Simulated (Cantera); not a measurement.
A freely propagating, adiabatic, planar premixed flame of CH4 : O2 : N2 = 1 : 1.43 : 5.37 (molar parts), equivalence ratio 1.4, unburnt at 500 K and 1.01 bar; mixture-averaged transport, grid criteria slope 0.08 and curve 0.16, no radiation.

Detailed kinetics in Cantera: GRI-Mech 3.0 (53 species, 325 reactions). Burning velocities carry a grid error of a few per cent, more on coarse grids.

Q: Predict: laminar burning velocity; thermal thickness; peak x(C2H).

A: laminar burning velocity: 46.4 cm/s
thermal thickness: 0.587 mm
peak x(C2H): 1.68e-6
